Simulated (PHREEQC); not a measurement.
## Reverse-osmosis permeate: an equilibrium model

A made-up water analysis in mg/L, 58 °C, pH 6.79, pe 10.4:

```
constituent                 mg/L
-----------------------  -------
Na                         0.314
K                         0.0229
Ca                          1.68
Mg                        0.0925
Cl                          1.61
S(6) as SO4                 1.14
Alkalinity as HCO3          2.42
F                        0.00179
Ba                        0.0166
Sr                        0.0523
O(0) (dissolved oxygen)  0.00153
Cd                       0.00134
```

Valence states are taken as typed.

All values are PHREEQC results (ion-association model, wateq4f.dat), not measurements.

This is a speciation only: nothing precipitates in the calculation.

Q: Predict the charge-balance error.

A: charge-balance error -0.8 %.

Q: In which forms is C present?

A: HCO3- 76 %, CO2 24 % of the C.

Species that the database lacks are ignored. Constants without temperature data keep their 25 °C values here.
